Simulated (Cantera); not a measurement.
# Equilibrium for silicon carbide growth: SiH₄ + CH₄ + H₂

A closed system holds: 1 mol SiH₄, 0.39 mol CH₄, 1300 mol H₂, held at 0.00380 bar.

Equilibrium computed with Cantera from the NASA thermochemical tables; the gas is ideal and each condensed phase is pure. Candidate condensed phases: C, C₆H₆, C₇H₈, C₈H₁₈, Si, SiC; 87 gas species. Mutual solubility and eutectic melting of coexisting phases are not modelled. Gases not in the tables: Si₂H₆ and higher silanes. Rates play no part.

From 1350 K to 1650 K the condensed part is Si(s) + SiC(s). From 1800 K to 1950 K the condensed part is SiC(s). From 2100 K to 2250 K nothing is condensed. The main Si-bearing gas is SiH₂ at 1350 K and Si at 2250 K.

| T (K) | log p H₂ | log p H | log p Si | log p C₂H₂ (acetylene) | log p SiH | n Si(s) | n SiC(s) |
|---|---|---|---|---|---|---|---|
| 1350 | -2.42 | -6.83 | -9.70 | -13.17 | -10.11 | 0.610 | 0.390 |
| 1500 | -2.42 | -5.96 | -7.98 | -11.74 | -8.68 | 0.604 | 0.390 |
| 1650 | -2.42 | -5.25 | -6.57 | -10.57 | -7.52 | 0.495 | 0.389 |
| 1800 | -2.42 | -4.66 | -5.80 | -8.81 | -6.96 | 0 | 0.383 |
| 1950 | -2.43 | -4.16 | -5.62 | -6.39 | -6.95 | 0 | 0.0744 |
| 2100 | -2.44 | -3.73 | -5.57 | -6.28 | -7.05 | 0 | 0 |
| 2250 | -2.47 | -3.37 | -5.57 | -6.29 | -7.21 | 0 | 0 |
log p: log10 of the partial pressure in bar; n: condensed amount in mol.
